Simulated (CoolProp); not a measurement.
A closed Brayton cycle with nitrogen: compressor inlet 328.15 K and 2 MPa, high pressure 6.46 MPa, turbine inlet 785 K, compressor efficiency 0.8, turbine efficiency 0.85, recuperator effectiveness 0.95 (on enthalpy, no pinch check). Each further row changes one setting.

Values from CoolProp's reference Helmholtz-energy equation of state, Span 2000.

| case | thermal efficiency (%) | net work (kJ/kg) | compressor to turbine work | compressor exit (K) | turbine exit (K) |
|---|---|---|---|---|---|
| as stated | 14.5 | 30.4 | 0.85 | 491.5 | 603.2 |
| turbine inlet 735 K | 8.9 | [?] | [?] | 491.5 | 563.2 |
| compressor inlet 338.15 K | [?] | 25.0 | 0.88 | 506.2 | 603.2 |
| high pressure 5.49 MPa | 17.8 | 33.5 | 0.81 | 465.5 | 625.5 |
| recuperator effectiveness 0.5 | 11.5 | 30.4 | 0.85 | 491.5 | 603.2 |

**Question.** Some entries are withheld; supply them.

**Answer.** 
- turbine inlet 735 K, net work (kJ/kg): 17.2
- turbine inlet 735 K, compressor to turbine work: 0.91
- compressor inlet 338.15 K, thermal efficiency (%): 12.0
